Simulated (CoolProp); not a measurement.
c-C4F8 (RC318) along the isotherm 403 K: fugacity coefficient from the reference equation and from simpler models built on Tc = 388.4 K, pc = 27.78 bar, ω = 0.355; each cubic takes its own stable root.

Computed with CoolProp (reference Helmholtz-energy equation of state, Platzer 1990). This equation is an older, rougher fit; its heat capacities, sound speeds and derivatives of the liquid may be far off and weren't checked against measurements.

```tsv
p (bar)	phase	reference
0.132	gas	0.9986
0.271	gas	0.9972
0.556	gas	0.9942
1.14	gas	0.9881
2.34	gas	0.9757
4.81	gas	0.9502
9.88	gas	0.8984
20.3	gas	0.7931
41.7	supercritical	0.5666
```

**Question.** How far does each simpler model (van der Waals, Soave-Redlich-Kwong, Peng-Robinson) lie from the reference over these 9 states: mean and median of the absolute difference, and the worst?

**Answer.** 
- van der Waals: mean 0.4 %, median 0.2 %, worst +1.4 % at 403 K and 41.7 bar
- Soave-Redlich-Kwong: mean 0.2 %, median 0.1 %, worst +1.1 % at 403 K and 41.7 bar
- Peng-Robinson: mean 1.0 %, median 0.4 %, worst -3.4 % at 403 K and 41.7 bar
